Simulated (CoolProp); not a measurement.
Diethyl ether at several states: fugacity coefficient from the reference equation and from simpler models built on Tc = 194.7 °C, pc = 3717 kPa, ω = 0.282; each cubic takes its own stable root.

The numbers come from the reference Helmholtz-energy equation of state, Thol 2014 in CoolProp.

```csv
T (°C),p (kPa),phase,reference
43.55,11.4,gas,0.9957
166.05,118,gas,0.9866
38.95,334,liquid,0.3410
80.35,14700,liquid,0.04307
132.95,112,gas,0.9833
48.25,15700,liquid,0.01805
```

### Question
How far does each simpler model (van der Waals, Redlich-Kwong, Soave-Redlich-Kwong) lie from the reference over these 6 states: mean and median of the absolute difference, and the worst?

### Answer
- van der Waals: mean 141.0 %, median 86.8 %, worst +444.0 % at 48.25 °C and 15700 kPa
- Redlich-Kwong: mean 35.5 %, median 27.2 %, worst +81.4 % at 48.25 °C and 15700 kPa
- Soave-Redlich-Kwong: mean 2.1 %, median 0.1 %, worst +6.5 % at 80.35 °C and 14700 kPa

At some of these states van der Waals gives the other phase, because its saturation line lies elsewhere.
